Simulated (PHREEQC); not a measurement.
0.036 g of hydrous ferric oxide (600 m²/g; 0.2 weak and 0.005 strong sites per Fe, Dzombak-Morel constants, diffuse double layer) in 1 kg of water with 0.3 mol/kgw of an inert sodium salt and 7.2e-06 mol/kgw Na2SO4 and 0.00012 mol/kgw SrCl2, at 25 °C; the pH is set by adding NaOH or the inert anion's acid. Oxygen is held at 0.21 atm. CO2 from the air is kept out. Nothing may precipitate in this run.

Computed with PHREEQC (ion-association model, wateq4f.dat).

```json
[
 {"pH": "3", "S sorbed (%)": "37.0", "Sr sorbed (%)": "0.0", "surface charge σ (C/m²)": "0.344", "surface potential ψ (mV)": "122"},
 {"pH": "3.67", "S sorbed (%)": "36.2", "Sr sorbed (%)": "0.0", "surface charge σ (C/m²)": "(withheld)", "surface potential ψ (mV)": "121"},
 {"pH": "4.33", "S sorbed (%)": "31.5", "Sr sorbed (%)": "0.0", "surface charge σ (C/m²)": "0.314", "surface potential ψ (mV)": "118"},
 {"pH": "5", "S sorbed (%)": "(withheld)", "Sr sorbed (%)": "0.0", "surface charge σ (C/m²)": "0.260", "surface potential ψ (mV)": "108"},
 {"pH": "5.67", "S sorbed (%)": "(withheld)", "Sr sorbed (%)": "0.0", "surface charge σ (C/m²)": "0.188", "surface potential ψ (mV)": "(withheld)"},
 {"pH": "6.33", "S sorbed (%)": "1.8", "Sr sorbed (%)": "0.0", "surface charge σ (C/m²)": "0.121", "surface potential ψ (mV)": "71"},
 {"pH": "7", "S sorbed (%)": "(withheld)", "Sr sorbed (%)": "0.1", "surface charge σ (C/m²)": "(withheld)", "surface potential ψ (mV)": "47"},
 {"pH": "7.67", "S sorbed (%)": "0.0", "Sr sorbed (%)": "0.6", "surface charge σ (C/m²)": "0.026", "surface potential ψ (mV)": "(withheld)"},
 {"pH": "8.33", "S sorbed (%)": "0.0", "Sr sorbed (%)": "1.5", "surface charge σ (C/m²)": "-0.008", "surface potential ψ (mV)": "-6"},
 {"pH": "9", "S sorbed (%)": "0.0", "Sr sorbed (%)": "3.1", "surface charge σ (C/m²)": "-0.043", "surface potential ψ (mV)": "-32"},
 {"pH": "9.67", "S sorbed (%)": "0.0", "Sr sorbed (%)": "(withheld)", "surface charge σ (C/m²)": "-0.071", "surface potential ψ (mV)": "-49"},
 {"pH": "10.33", "S sorbed (%)": "0.0", "Sr sorbed (%)": "19.6", "surface charge σ (C/m²)": "-0.084", "surface potential ψ (mV)": "-56"},
 {"pH": "11", "S sorbed (%)": "0.0", "Sr sorbed (%)": "24.9", "surface charge σ (C/m²)": "-0.089", "surface potential ψ (mV)": "-58"}
]
```

Complete the blanks.


- 3.67, surface charge σ (C/m²): 0.337
- 5, S sorbed (%): 20.3
- 5.67, S sorbed (%): 7.9
- 5.67, surface potential ψ (mV): 92
- 7, S sorbed (%): 0.3
- 7, surface charge σ (C/m²): 0.067
- 7.67, surface potential ψ (mV): 20
- 9.67, Sr sorbed (%): 10.1

Complexes and solids missing from the database can't appear. The oxide is taken as insoluble; below pH 4 it would dissolve.
